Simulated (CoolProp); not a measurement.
Values from CoolProp's reference Helmholtz-energy equation of state, Gao 2016.

Task: For sulfur dioxide, give the phase and the Z, cv (kJ/(kg K)), Joule-Thomson coefficient (K/MPa), expansivity (1/kK) at 525 K and 2.63 MPa; 525 K and 3.94 MPa; 525 K and 9.2 MPa.

Result: 
- 525 K and 2.63 MPa: gas; Z 0.942, cv 0.625, Joule-Thomson coefficient 7.46, expansivity 2.37
- 525 K and 3.94 MPa: gas; Z 0.912, cv 0.635, Joule-Thomson coefficient 7.40, expansivity 2.66
- 525 K and 9.2 MPa: supercritical; Z 0.788, cv 0.678, Joule-Thomson coefficient 6.79, expansivity 4.32
